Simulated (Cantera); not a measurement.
Feed: 1 mol Si3N4, 0.07 mol O2, 3.3 mol N2, equilibrated at 2048 K and 0.0133 bar.

These are equilibrium values from Cantera (NASA tables, ideal gas, pure condensed phases), not measurements of a reactor. Candidate condensed phases: Si, SiO2, Si2N2O, Si3N4; 16 gas species. The tables' values for SiN are old estimates; treat these amounts as uncertain. The numbers say what is thermodynamically allowed, not how fast it happens.

Base state: N2 0.968, SiO 0.0256, Si 0.00567, Si2N 0.000188, SiN 0.000150, Si2 6.58e-5, Si3 1.38e-5 (mole fractions); condensed: Si(l).

Problem. What changes in the equilibrium state with this change: O2 from 0.07 to 0.17 mol?

Solution. 
```tsv
species	before	after
N2	0.968	0.934
SiO	0.0256	0.0599
Si	0.00567	0.00567
Si2N	0.000188	0.000185
SiN	0.000150	0.000147
Si3	1.38e-5	1.38e-5
Si2	6.58e-5	6.58e-5
Si(l), mol	2.83	2.62
```
